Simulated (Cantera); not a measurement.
n-butane + H2 (carbon deposition, reforming and gasification)

Feed: 1 mol n-butane, 13 mol H2, at 2800 K and 1.00 bar.

Method: chemical equilibrium by Gibbs-energy minimisation in Cantera with the NASA 1993 tables (ideal gas, pure condensed phases). Candidate condensed phases: C, C6H6, C7H8, C8H18; 76 gas species. The numbers say what is thermodynamically allowed, not how fast it happens.

| Quantity | Value |
|---|---|
| x(H2) | 0.892 |
| x(H) | 0.0773 |
| x(C2H2 (acetylene)) | 0.0298 |
| x(C4H2) | 0.000413 |
| x(C2H) | 0.000325 |
| x(CH3) | 0.000113 |
| x(CH4) | 7.80e-5 |
| x(C2H2 (vinylidene)) | 5.71e-5 |
| x(C3) | 3.16e-5 |
| n(C(graphite)) | 2.83 mol |
| gas amount | 18.72 mol |
